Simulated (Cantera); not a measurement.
**Equilibrium for sublimation and decomposition of ceramics: SiC + Si + H2**

Feed: 1 mol SiC, 0.0074 mol Si, 0.13 mol H2, held at 2400 K and 18.0 Pa.

Equilibrium computed with Cantera from the NASA thermochemical tables; the gas is ideal and each condensed phase is pure. Candidate condensed phases: C, C6H6, C7H8, C8H18, Si, SiC; 87 gas species. Kinetics and transport are ignored.

- x(Si): 0.658
- x(H): 0.171
- x(SiC2): 0.126
- x(H2): 0.0209
- x(Si2C): 0.0209
- x(Si2): 0.000819
- x(C3): 0.000545
- x(SiH): 0.000395
- x(C): 0.000221
- n(C(graphite)): 0.664 mol
- gas amount: 1.216 mol
- log10 activity of Si(l) (absent): -1.26
